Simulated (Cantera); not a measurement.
Mixture: 39.2 % H2, 11.5 % O2, 49.3 % N2, at 4.93 atm, adiabatic and at constant volume. Ignition delay is the time to a rise of 400 K.

Cantera simulation using GRI-Mech 3.0 (53 species, 325 reactions); the numbers are that mechanism's predictions, not measurements. The hydrogen kinetics of GRI-Mech 3.0 are dated; newer H2 mechanisms differ, most at raised pressure.

Q: Predict: delay at 998 K; delay at 1198 K; delay at 1398 K; delay at 1598 K.

A: 
```json
{
  "delay at 998 K": "9.13 ms",
  "delay at 1198 K": "18.6 µs",
  "delay at 1398 K": "4.41 µs",
  "delay at 1598 K": "2.24 µs"
}
```
